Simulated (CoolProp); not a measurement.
Fluorine along the isobar 20 MPa: density (kg/m³) from the reference equation and from simpler models built on Tc = 144.4 K, pc = 5.240 MPa, ω = 0.045; each cubic takes its own stable root.

The numbers come from the reference Helmholtz-energy equation of state, de Reuck 1990 in CoolProp.

| T (K) | phase | reference |
|---|---|---|
| 127.5 | liquid | 1269 |
| 139 | liquid | 1181 |
| 150.5 | supercritical | 1084 |
| 162 | supercritical | 977.4 |
| 173.5 | supercritical | 863.0 |
| 185 | supercritical | 749.9 |
| 196.5 | supercritical | 651.3 |
| 208 | supercritical | 573.0 |
| 219.5 | supercritical | 512.1 |
| 231 | supercritical | 464.2 |
| 242.5 | supercritical | 425.8 |
| 254 | supercritical | 394.3 |
| 265.5 | supercritical | 368.1 |
| 277 | supercritical | 345.9 |
| 288.5 | supercritical | 326.8 |
| 300 | supercritical | 310.2 |

Question: How far does each simpler model (van der Waals, Soave-Redlich-Kwong) lie from the reference over these 16 states: mean and median of the absolute difference, and the worst?

Answer: 
- van der Waals: mean 10.2 %, median 6.6 %, worst -25.5 % at 127.5 K and 20 MPa
- Soave-Redlich-Kwong: mean 3.0 %, median 2.9 %, worst -5.2 % at 173.5 K and 20 MPa
